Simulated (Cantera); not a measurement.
Mixture: CH₄ : H₂ : O₂ : N₂ : H₂O = 1 : 0.032 : 1.12 : 3.14 : 1.4 (molar parts), equivalence ratio 1.8, at 3750 Torr, adiabatic and at constant volume. Ignition delay is the time to a rise of 400 K.

Detailed kinetics in Cantera: GRI-Mech 3.0 (53 species, 325 reactions). Below about 1000 K GRI-Mech 3.0 lacks low-temperature oxidation paths.

**Question.** What does this change do: constant pressure in place of constant volume?

**Answer.** 
```json
[
 {"quantity": "delay at 950 K", "before": "0.107 s", "after": "0.112 s"},
 {"quantity": "delay at 1050 K", "before": "28.8 ms", "after": "30.6 ms"},
 {"quantity": "delay at 1150 K", "before": "11.2 ms", "after": "12.1 ms"},
 {"quantity": "delay at 1250 K", "before": "4.58 ms", "after": "4.98 ms"},
 {"quantity": "delay at 1350 K", "before": "1.81 ms", "after": "1.99 ms"},
 {"quantity": "apparent activation energy between 1250 and 1350 K", "before": "130 kJ/mol", "after": "130 kJ/mol"}
]
```

**Question.** What does this change do: pressure from 3750 Torr to 1580 Torr?

**Answer.** 
```csv
quantity,before,after
delay at 950 K,0.107 s,0.282 s
delay at 1050 K,28.8 ms,96.0 ms
delay at 1150 K,11.2 ms,36.2 ms
delay at 1250 K,4.58 ms,12.9 ms
delay at 1350 K,1.81 ms,4.45 ms
apparent activation energy between 1250 and 1350 K,130 kJ/mol,150 kJ/mol
```

**Question.** What does this change do: H2O 1.4 to 0.49 parts?

**Answer.** 
| quantity | before | after |
|---|---|---|
| delay at 950 K | 0.107 s | 0.103 s |
| delay at 1050 K | 28.8 ms | 29.2 ms |
| delay at 1150 K | 11.2 ms | 10.9 ms |
| delay at 1250 K | 4.58 ms | 4.02 ms |
| delay at 1350 K | 1.81 ms | 1.46 ms |
| apparent activation energy between 1250 and 1350 K | 130 kJ/mol | 140 kJ/mol |
